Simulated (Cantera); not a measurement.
**Equilibrium for iron carbonyl, mercury and lead vapours: Fe(CO)5 + CO + N2**

Charge: 1 mol Fe(CO)5, 1.7 mol CO, 0.11 mol N2, equilibrated at 31.0 mbar.

Method: chemical equilibrium by Gibbs-energy minimisation in Cantera with the NASA 1993 tables (ideal gas, pure condensed phases). Candidate condensed phases: C, Fe, Fe(CO)5, FeO, Fe2O3, Fe3O4; 27 gas species. Condensed phases not in the tables: cementite and carbon dissolved in iron. Rates play no part.

From 775 °C to 875 °C the condensed part is C(graphite) + Fe(α). From 925 °C to 1025 °C the condensed part is C(graphite) + Fe(γ). From 1075 °C to 1275 °C the condensed part is Fe(γ).

```
T (°C)   x CO    x N2     x CO2      x Fe  n C(graphite)  n Fe(α)  n Fe(γ)
------  -----  ------  --------  --------  -------------  -------  -------
775     0.977  0.0163   0.00657  4.52e-12         0.0444     1.00        0
825     0.981  0.0162   0.00272  3.75e-11         0.0185     1.00        0
875     0.983  0.0162   0.00122  2.57e-10        0.00828     1.00        0
925     0.983  0.0162  0.000583   1.50e-9        0.00397        0     1.00
975     0.984  0.0162  0.000296   7.52e-9        0.00202        0     1.00
1025    0.984  0.0162  0.000159   3.33e-8        0.00108        0     1.00
1075    0.984  0.0162   8.94e-5   1.32e-7              0        0    1.000
1125    0.984  0.0162   5.25e-5   4.70e-7              0        0    1.000
1175    0.984  0.0162   3.21e-5   1.54e-6              0        0    1.000
1225    0.984  0.0162   2.03e-5   4.64e-6              0        0    1.000
1275    0.984  0.0162   1.32e-5   1.30e-5              0        0    1.000
```
x: gas mole fraction; n: condensed amount in mol.
